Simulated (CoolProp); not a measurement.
Saturated liquid density (kg/m³) of R124: the reference equation beside estimates from Tc = 122.3 °C, pc = 3.624 MPa, ω = 0.288. Rackett uses Z = 0.29056 − 0.08775 ω.

Computed with CoolProp (reference Helmholtz-energy equation of state, de Vries 1995).

```tsv
T (°C)	reference	Rackett	van der Waals	Soave-Redlich-Kwong	Peng-Robinson
-48.35	1577	1611	946.9	1443	1627
-40.25	1555	1587	934.3	1424	1607
-32.15	1532	1564	921.4	1404	1585
-24.05	1509	1540	908.0	1383	1563
-16.05	1486	1516	894.4	1362	1539
-7.95	1461	1490	880.1	1338	1514
0.15	1437	1464	865.3	1314	1487
8.25	1411	1438	850.0	1288	1459
16.35	1385	1410	834.0	1261	1429
24.45	1357	1382	817.2	1232	1397
32.55	1329	1352	799.8	1201	1362
```

Absolute difference from the reference over all 11 rows, mean and median: Rackett 2.0 and 2.0 %, van der Waals 39.8 and 39.8 %, Soave-Redlich-Kwong 8.7 and 8.5 %, Peng-Robinson 3.3 and 3.4 %.
